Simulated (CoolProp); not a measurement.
A single-stage vapour-compression cycle with the fluid: evaporating at 199.15 K (dew point), condensing at 268.15 K (bubble point), superheat 8 K, subcooling 0 K, compressor efficiency 0.75, no pressure losses. The same conditions are run with several fluids, on thermodynamics alone (safety and materials aside).

Values from CoolProp's reference Helmholtz-energy equation of state of each fluid (propylene: Lemmon 2013; ethylene: Smukala 2000; hydrogen chloride: Thol 2018; fluoroethane (R161): Wu 2012; R13: Platzer 1990; hydrogen sulfide: Lemmon 2006). The equations of Platzer and Polt are older, rougher fits.

Problem. Rank propylene, ethylene, hydrogen chloride, fluoroethane (R161), R13, hydrogen sulfide by cooling COP, highest first.

Solution. fluoroethane (R161) (1.62), propylene (1.61), hydrogen sulfide (1.52), hydrogen chloride (1.42), R13 (1.35), ethylene (1.20)

```csv
fluid,pressure ratio,discharge temperature (K),refrigerating effect (kJ/kg),volumetric capacity (kJ/m³)
propylene,19.7,349.3,322,202
ethylene,8.30,359.1,237,1850
hydrogen chloride,12.5,491.1,316,1270
fluoroethane (R161),27.8,378.7,333,124
R13,11.7,322.1,80.2,756
hydrogen sulfide,18.6,487.6,431,413
```
